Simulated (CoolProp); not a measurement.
Vapour-liquid equilibrium of R1234yf (1) + R152A (2) at 0.128 MPa; x and y are mole fractions of (1).

The numbers come from the multi-fluid Helmholtz-energy mixture model, Lemmon 2022 and Outcalt 1996; pair parameters Bell 2023 in CoolProp.

Task: Give the bubble temperature and the first vapour's composition at x = 0.275, 0.725, 0.875. Is there an azeotrope?

Result: x = 0.275: 251.2 K, y = 0.347; x = 0.725: 249.3 K, y = 0.739; x = 0.875: 249.1 K, y = 0.877. y crosses x between x = 0.875 and 0.95: the model has an azeotrope there.

The pair parameters rest on a limited set of measurements; away from them the model extrapolates.
